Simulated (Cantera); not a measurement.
An adiabatic, constant-pressure homogeneous reactor starts with H2 : O2 : N2 = 1 : 0.263 : 0.989 (molar parts), equivalence ratio 1.9, at 975 K and 5.00 bar. Integrator tolerance rtol = 1e-08.

Computed with Cantera and the H2/O2 subset of GRI-Mech 3.0, which has no nitrogen chemistry. The hydrogen kinetics of GRI-Mech 3.0 are dated; newer H2 mechanisms differ, most at raised pressure.

Question: What does this change do: pressure from 5.00 bar to 0.240 bar?

Answer: 
```json
[
 {"quantity": "time of steepest temperature rise", "before": "16.5 ms", "after": "0.963 ms"},
 {"quantity": "temperature at 0.300 s", "before": "2605 K", "after": "2491 K"},
 {"quantity": "equilibrium temperature", "before": "2605 K", "after": "2491 K"},
 {"quantity": "x(H2) at 0.300 s", "before": "0.234 (gas-phase equilibrium 0.234)", "after": "0.226 (gas-phase equilibrium 0.226)"},
 {"quantity": "x(O2) at 0.300 s", "before": "2.37e-5 (gas-phase equilibrium 2.37e-5)", "after": "0.000173 (gas-phase equilibrium 0.000173)"},
 {"quantity": "x(HO2) at 0.300 s", "before": "4.92e-8 (gas-phase equilibrium 4.92e-8)", "after": "7.59e-8 (gas-phase equilibrium 7.59e-8)"},
 {"quantity": "x(H) at 0.300 s", "before": "0.00855 (gas-phase equilibrium 0.00855)", "after": "0.0237 (gas-phase equilibrium 0.0237)"},
 {"quantity": "x(O) at 0.300 s", "before": "5.23e-5 (gas-phase equilibrium 5.23e-5)", "after": "0.000375 (gas-phase equilibrium 0.000375)"},
 {"quantity": "x(H2O) at 0.300 s", "before": "0.261 (gas-phase equilibrium 0.261)", "after": "0.254 (gas-phase equilibrium 0.254)"}
]
```

Question: What does this change do: initial temperature 975 to 1148 K?

Answer: 
| quantity | before | after |
|---|---|---|
| time of steepest temperature rise | 16.5 ms | 63.1 µs |
| temperature at 0.300 s | 2605 K | 2718 K |
| equilibrium temperature | 2605 K | 2718 K |
| x(H2) at 0.300 s | 0.234 (gas-phase equilibrium 0.234) | 0.232 (gas-phase equilibrium 0.232) |
| x(O2) at 0.300 s | 2.37e-5 (gas-phase equilibrium 2.37e-5) | 6.20e-5 (gas-phase equilibrium 6.20e-5) |
| x(HO2) at 0.300 s | 4.92e-8 (gas-phase equilibrium 4.92e-8) | 1.30e-7 (gas-phase equilibrium 1.30e-7) |
| x(H) at 0.300 s | 0.00855 (gas-phase equilibrium 0.00855) | 0.0132 (gas-phase equilibrium 0.0132) |
| x(O) at 0.300 s | 5.23e-5 (gas-phase equilibrium 5.23e-5) | 0.000138 (gas-phase equilibrium 0.000138) |
| x(H2O) at 0.300 s | 0.261 (gas-phase equilibrium 0.261) | 0.258 (gas-phase equilibrium 0.258) |
